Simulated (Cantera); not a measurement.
A closed system holds: 1 mol SiF₄, 0.1 mol NH₃, 25 mol N₂, at 1725 K and 9.00 mbar.

These are equilibrium values from Cantera (NASA tables, ideal gas, pure condensed phases), not measurements of a reactor. The tables' values for SiF₃, SiF₂ are old estimates; treat these amounts as uncertain. Equilibrium is a limit: real reactors are often held back by kinetics, nucleation or transport.

```json
[
 {"species": "N₂", "before": "0.952", "after": "0.956"},
 {"species": "SiF₄", "before": "0.0305", "after": "0.0381"},
 {"species": "H₂", "before": "0.00159", "after": "0.00566"},
 {"species": "HF", "before": "0.00813", "after": "0.000114"},
 {"species": "SiF₃", "before": "0.00687", "after": "2.85e-5"},
 {"species": "SiF₂", "before": "0.000624", "after": "3.45e-8"},
 {"species": "H", "before": "7.81e-5", "after": "1.12e-8"},
 {"species": "SiHF₃", "before": "1.19e-5", "after": "1.25e-5"},
 {"species": "Si₃N₄(s), mol", "before": "0", "after": "0.000158"}
]
```
Gas species are given as mole fractions.

What was changed between the two runs?
(A) pressure from 9.00 mbar to 1.33 mbar
(B) N₂ from 25 to 45 mol
(C) pressure from 9.00 mbar to 53.0 mbar
(D) temperature from 1725 K to 1073.15 K

D, temperature from 1725 K to 1073.15 K. The tables' values for SiF₃ are old estimates; treat these amounts as uncertain
